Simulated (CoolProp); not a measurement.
Vapour-liquid equilibrium of CH2F2 (R32) (1) + R227EA (2) at 205.7 K; x and y are mole fractions of (1).

Values from CoolProp's multi-fluid Helmholtz-energy mixture model, Tillner-Roth 1997 and Lemmon 2016; pair parameters Bell 2016.

```json
[
 {"x": "0.05", "bubble pressure (MPa)": "0.008502", "y at the bubble point": "0.370", "dew pressure at overall composition x (MPa)": "0.005891", "liquid density (mol/L)": "10.38"},
 {"x": "0.15", "bubble pressure (MPa)": "[?]", "y at the bubble point": "0.662", "dew pressure at overall composition x (MPa)": "0.006516", "liquid density (mol/L)": "11.10"},
 {"x": "0.25", "bubble pressure (MPa)": "0.01963", "y at the bubble point": "0.780", "dew pressure at overall composition x (MPa)": "0.007290", "liquid density (mol/L)": "[?]"},
 {"x": "0.35", "bubble pressure (MPa)": "0.02420", "y at the bubble point": "0.841", "dew pressure at overall composition x (MPa)": "0.008273", "liquid density (mol/L)": "[?]"},
 {"x": "0.45", "bubble pressure (MPa)": "0.02793", "y at the bubble point": "0.877", "dew pressure at overall composition x (MPa)": "0.009563", "liquid density (mol/L)": "[?]"},
 {"x": "0.55", "bubble pressure (MPa)": "0.03097", "y at the bubble point": "0.903", "dew pressure at overall composition x (MPa)": "[?]", "liquid density (mol/L)": "15.08"},
 {"x": "0.65", "bubble pressure (MPa)": "0.03355", "y at the bubble point": "0.922", "dew pressure at overall composition x (MPa)": "0.01389", "liquid density (mol/L)": "16.50"},
 {"x": "0.75", "bubble pressure (MPa)": "0.03589", "y at the bubble point": "0.941", "dew pressure at overall composition x (MPa)": "0.01793", "liquid density (mol/L)": "18.18"},
 {"x": "0.85", "bubble pressure (MPa)": "[?]", "y at the bubble point": "0.960", "dew pressure at overall composition x (MPa)": "0.02505", "liquid density (mol/L)": "20.20"},
 {"x": "0.95", "bubble pressure (MPa)": "0.04078", "y at the bubble point": "0.985", "dew pressure at overall composition x (MPa)": "[?]", "liquid density (mol/L)": "22.67"}
]
```

Task: Complete the blanks.

Result: 
- 0.15, bubble pressure (MPa): 0.01429
- 0.25, liquid density (mol/L): 11.91
- 0.35, liquid density (mol/L): 12.82
- 0.45, liquid density (mol/L): 13.87
- 0.55, dew pressure at overall composition x (MPa): 0.01133
- 0.85, bubble pressure (MPa): 0.03824
- 0.95, dew pressure at overall composition x (MPa): 0.03705

No azeotrope shows between x = 0.05 and 0.95.

The pair parameters rest on a limited set of measurements; away from them the model extrapolates.
